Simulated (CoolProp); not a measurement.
Vapour-liquid equilibrium of benzene (1) + ethylbenzene (2) at 0.157 bar; x and y are mole fractions of (1).

Computed with CoolProp (multi-fluid Helmholtz-energy mixture model, Thol 2012 and Zhou 2012; pair parameters Bell 2016).

**Question.** Give the bubble temperature and the first vapour's composition at x = 0.05, 0.5, 0.8. Is there an azeotrope?

**Answer.** x = 0.05: 73.3 °C, y = 0.216; x = 0.5: 45.1 °C, y = 0.887; x = 0.8: 34.6 °C, y = 0.976. No azeotrope shows between x = 0.05 and 0.95.

Pair parameters are fitted to limited data, so mixtures are less certain than the pure fluids.
